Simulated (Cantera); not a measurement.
Feed: 1 mol Fe₃O₄, 0.82 mol C, 0.056 mol CO, held at 45000 Pa.

Equilibrium computed with Cantera from the NASA thermochemical tables; the gas is ideal and each condensed phase is pure. Candidate condensed phases: C, Fe, Fe(CO)₅, FeO, Fe₂O₃, Fe₃O₄; 15 gas species. The tables' stoichiometric FeO is somewhat more stable than real wüstite, so its field is too wide. FeO: taken at fixed stoichiometry. Equilibrium is a limit: real reactors are often held back by kinetics, nucleation or transport. All values below are at 1500 °C.

Base state: CO 0.794, CO₂ 0.205, Fe 2.10e-5 (mole fractions); condensed: FeO(l).

Question: What changes in the equilibrium state with this change: C from 0.82 to 4.4 mol?

Answer: 
```
species            before    after
----------------  -------  -------
CO                  0.794    1.000
Fe                2.10e-5  4.39e-5
CO₂                 0.205  3.96e-5
FeO(l), mol          3.00        0
C(graphite), mol        0    0.400
Fe(δ), mol              0     3.00
```
Iron dissolves carbon and melts from about 1420 K in contact with it, which pure phases cannot show. Condensed phases not in the tables: cementite and carbon dissolved in iron.

Question: What changes in the equilibrium state with this change: Fe₃O₄ replaced by CuO?

Answer: 
```
species       before     after
-----------  -------  --------
CO             0.794     0.794
CO₂            0.205     0.205
Cu                 0  0.000876
Fe           2.10e-5         0
FeO(l), mol     3.00         0
Cu(l), mol         0     0.999
```
Further candidate phases: Cu, CuO, Cu₂O.
